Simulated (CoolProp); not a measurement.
R1123 along the isotherm 4.35 °C: density (kg/m³) from the reference equation and from simpler models built on Tc = 58.6 °C, pc = 4.549 MPa, ω = 0.243; each cubic takes its own stable root.

Computed with CoolProp (reference Helmholtz-energy equation of state, Akasaka 2020).

```csv
p (MPa),phase,reference,van der Waals,Redlich-Kwong,Peng-Robinson
0.758,gas,30.51,29.34,30.01,30.51
1.52,liquid,1106,65.98,70.22,1107
2.27,liquid,1112,667.4,938.6,1116
3.03,liquid,1117,680.9,949.6,1125
3.79,liquid,1122,692.3,959.8,1133
4.55,liquid,1127,702.3,969.2,1141
5.31,liquid,1132,711.2,978.1,1148
6.07,liquid,1137,719.2,986.4,1155
6.82,liquid,1141,726.5,994.1,1162
```

At some of these states van der Waals, Redlich-Kwong gives the other phase, because its saturation line lies elsewhere.
